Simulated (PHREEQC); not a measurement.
Make-up at 25 °C: 0.0021 mol NH4HF2, 0.00036 mol (NH4)2SiF6, 0.022 mol H3AsO4 and 0.11 mol HCl per kg of water. Closed to the air; pH follows from the charge balance.

All values are PHREEQC results (ion-association model, wateq4f.dat), not measurements.

This is a speciation only: nothing precipitates in the calculation.

Order these F species by the share of F that they hold, largest first: HF, SiF6-2, H2F2, F-.

HF (80 %), SiF6-2 (17 %), H2F2 (2.2 %), F- (0.81 %)

The pH is 1.05 and the ionic strength 0.112 mol/kgw. Saturation is exceeded, for instance for Quartz (slow to form); the values hold only as long as no solid forms. Complexes and solids missing from the database can't appear. SiF6-2 is the database's only silicon fluoride.
